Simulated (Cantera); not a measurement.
Charge: 1 mol PbF₂, a varied amount of H₂, 0.17 mol N₂, at 1325 K and 1.30 mbar.

Equilibrium computed with Cantera from the NASA thermochemical tables; the gas is ideal and each condensed phase is pure. Candidate condensed phases: Pb, PbF₂; 26 gas species. The numbers say what is thermodynamically allowed, not how fast it happens.

### Question
At 4.1 mol H₂, list the 6 most abundant gas species with their mole fractions, and the condensed phases.

### Answer
H₂ 0.494, HF 0.319, Pb 0.159, N₂ 0.0271, PbF 6.17e-5, H 3.19e-5. Condensed: gas only.
